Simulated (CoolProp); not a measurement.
Properties of vinyl chloride at several states.

Values from CoolProp's reference Helmholtz-energy equation of state, Thol 2022.

```tsv
T (K)	p (kPa)	phase	Z	cv (kJ/(kg K))	expansivity (1/kK)	fugacity coefficient
259.1	213	liquid	0.006367	0.8950	1.828	0.4609
207.2	504	liquid	…	0.8945	1.657	0.01252
298	3560	liquid	…	0.9232	2.032	…
```

Problem. Fill in the missing entries.

Solution. 
- 207.2, Z: 0.01722
- 298, Z: 0.09908
- 298, fugacity coefficient: 0.1122
